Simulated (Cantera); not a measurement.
A closed system holds: 1 mol MgO, 0.44 mol C, 1.2 mol H₂, at 2948.15 K and 7.10 mbar.

These are equilibrium values from Cantera (NASA tables, ideal gas, pure condensed phases), not measurements of a reactor. Candidate condensed phases: C, C₆H₆, C₇H₈, C₈H₁₈, H₂O, Mg, MgCO₃, MgO, Mg(OH)₂; 116 gas species. The tables' values for MgH are old estimates; treat these amounts as uncertain. Equilibrium is a limit: real reactors are often held back by kinetics, nucleation or transport.

Base state: H 0.425, Mg 0.255, CO 0.111, O 0.0894, H₂ 0.0712, OH 0.0243, H₂O 0.0128, O₂ 0.00636 (mole fractions); condensed: gas only.

Question: What changes in the equilibrium state with this change: pressure from 7.10 mbar to 10.0 mbar?

Answer: 
```tsv
species	before	after
H	0.425	0.396
Mg	0.255	0.262
CO	0.111	0.113
H₂	0.0712	0.0868
O	0.0894	0.0799
H₂O	0.0128	0.0196
OH	0.0243	0.0284
MgOH	0.000210	0.000357
MgH	0.000133	0.000179
MgO	0.00204	0.00264
CO₂	0.00271	0.00350
```

Question: What changes in the equilibrium state with this change: MgO replaced by TiC?

Answer: 
| species | before | after |
|---|---|---|
| H | 0.425 | 0.721 |
| H₂ | 0.0712 | 0.204 |
| Ti | 0 | 0.0252 |
| Mg | 0.255 | 0 |
| CO | 0.111 | 0 |
| O | 0.0894 | 0 |
| C₃ | <1e-9 | 0.0250 |
| OH | 0.0243 | 0 |
| H₂O | 0.0128 | 0 |
| C₂H₂ (acetylene) | <1e-9 | 0.0109 |
| O₂ | 0.00636 | 0 |
| C₂H | <1e-9 | 0.00613 |
| C | <1e-9 | 0.00432 |
| CO₂ | 0.00271 | 0 |
| C₂ | <1e-9 | 0.00252 |
| C(graphite), mol | 0 | 0.240 |
| TiC(s), mol | 0 | 0.948 |
TiC: taken at fixed stoichiometry. Further candidate phases: Ti, TiC.
